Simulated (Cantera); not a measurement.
Input (Python, Cantera) and output of one run.

```python
import numpy as np
import cantera as ct

gas_names = """
    AL ALC ALN ALO ALO2 AL2 AL2O AL2O2 C CN CO CO2 C2 CCN CNC C2N2 C2O C3 C3O2 C4 C4N2 C5 N NCO NO NO2
    NO3 N2 N2O O O2 O3
""".split()
cond_names = """
    AL(cr) AL(L) ALN(s) AL2O3(a) AL2O3(L) C(gr)
""".split()


# ... load() reads the species with a 1 bar reference pressure and builds the phases ...
atoms = {
    'Al': {'AL': 1},
    'CO2': {'C': 1, 'O': 2},
    'N2': {'N': 2},
}
top_T = {'ALN(s)': 2750, 'C(gr)': 4500}  # K; cautious upper limits of use, not melting points


# ... equilibrate(T, P, feed) seeds the gas with the atoms and calls Mixture.equilibrate('TP', solver="vcs", rtol=1e-11, max_steps=5000) ...
results = []
feed = {'Al': 1, 'CO2': 0.34, 'N2': 2.1}  # mol
P = 13332.2  # Pa
for T in [1373, 1423, 1473, 1523, 1573, 1623, 1673]:
    mix = equilibrate(T, P, feed)
    results.append((T, P, feed, dict(zip(mix.species_names, mix.species_moles))))

top = {s: max(r[3][s] / sum(r[3][g] for g in gas_names) for r in results) for s in gas_names}
cols = sorted((s for s in top if top[s] > 1e-05), key=lambda s: -top[s])[:6]
seen = [c for c in cond_names if any(r[3].get(c, 0) > 1e-12 for r in results)]
print("log10 of partial pressures in bar; condensed amounts in mol")
print(f"{'T/K':>10s}" + "".join(f"{s[:9]:>10s}" for s in cols + seen))
for T, P, feed, n in results:
    ng = sum(n[g] for g in gas_names)
    print(f"{T:10.4g}" + "".join(f"{np.log10(max(n[s] / ng * P / 1e5, 1e-99)):10.3f}" for s in cols)
          + "".join(f"{n.get(c, 0):10.4g}" for c in seen))
```

Output:

```
log10 of partial pressures in bar; condensed amounts in mol
       T/K        N2        CO    ALN(s)  AL2O3(a)     C(gr)
      1373    -0.879    -2.874     0.559    0.2205    0.3216
      1423    -0.884    -2.569    0.5716    0.2142    0.3026
      1473    -0.892    -2.287    0.5951    0.2025    0.2674
      1523    -0.907    -2.027    0.6368    0.1816    0.2047
      1573    -0.932    -1.787    0.7092    0.1454   0.09623
      1623    -0.954    -1.656    0.7733    0.1133         0
      1673    -0.954    -1.656    0.7733    0.1133         0
```

Equilibrium computed with Cantera from the NASA thermochemical tables; the gas is ideal and each condensed phase is pure. Mutual solubility and eutectic melting of coexisting phases are not modelled.
